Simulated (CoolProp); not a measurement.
n-perfluoropentane at 429.88 K and 0.291 MPa is throttled through a valve to 0.203 MPa with no heat exchange. Each further row changes one setting.

Computed with CoolProp (reference Helmholtz-energy equation of state, Gao 2022).

```tsv
case	temperature change (K)	final density (kg/m³)
as stated	(withheld)	(withheld)
outlet pressure 0.0609 MPa	-1.7	(withheld)
outlet pressure 0.264 MPa	-0.2	(withheld)
```

Problem. Complete the blanks.

Solution. 
- as stated, temperature change (K): -0.7
- as stated, final density (kg/m³): 16.9
- outlet pressure 0.0609 MPa, final density (kg/m³): 4.97
- outlet pressure 0.264 MPa, final density (kg/m³): 22.2
